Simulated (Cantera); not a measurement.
A perfectly stirred reactor is fed with CO : H2 : CH4 : O2 : N2 = 1 : 0.089 : 0.65 : 3.62 : 13.6 (molar parts), equivalence ratio 0.51, at 0.247 atm; it is adiabatic with a 673 K inlet, and is followed from long to short residence time, starting on the burning branch (τ in s: 0.29, 0.12, 0.054, 0.023, 0.0099, 0.0043, 0.0018, 0.00079, 0.00034, 0.00015, 6.4e-05).

Cantera simulation using GRI-Mech 3.0 (53 species, 325 reactions); the numbers are that mechanism's predictions, not measurements.

x: mole fraction; the columns are a selection and need not sum to one.

```csv
τ (s),T (K),x CO,x H2,x CH4,x NO,x HO2,x CH3,x CH2CO
0.29,1863,0.00148,0.000275,3.06e-6,0.000104,9.18e-7,6.34e-7,3.75e-11
0.12,1847,0.00249,0.000466,5.28e-6,6.73e-5,1.34e-6,9.98e-7,8.24e-11
0.054,1824,[?],[?],[?],[?],[?],[?],1.59e-10
0.023,1789,0.00607,0.00116,1.51e-5,2.69e-5,2.99e-6,2.32e-6,3.10e-10
0.0099,1740,0.00895,0.00172,2.74e-5,1.81e-5,4.40e-6,3.69e-6,6.00e-10
0.0043,1677,0.0127,0.00239,5.31e-5,1.34e-5,6.22e-6,6.11e-6,1.24e-9
0.0018,1594,0.0183,0.00311,0.000119,9.32e-6,8.82e-6,1.12e-5,3.17e-9
0.00079,1496,0.0278,0.00377,0.000314,4.92e-6,1.31e-5,2.31e-5,1.15e-8
0.00034,1350,0.0481,0.00537,0.00154,8.76e-7,3.03e-5,8.06e-5,1.51e-7
0.00015,673,0.0527,0.00469,0.0343,<1e-12,<1e-12,<1e-12,<1e-12
6.4e-5,673,0.0527,0.00469,0.0343,<1e-12,<1e-12,<1e-12,<1e-12
```

### Question
What belongs in the gaps?

### Answer

- 0.054, x CO: 0.00391
- 0.054, x H2: 0.000738
- 0.054, x CH4: 8.68e-6
- 0.054, x NO: 4.34e-5
- 0.054, x HO2: 1.97e-6
- 0.054, x CH3: 1.49e-6
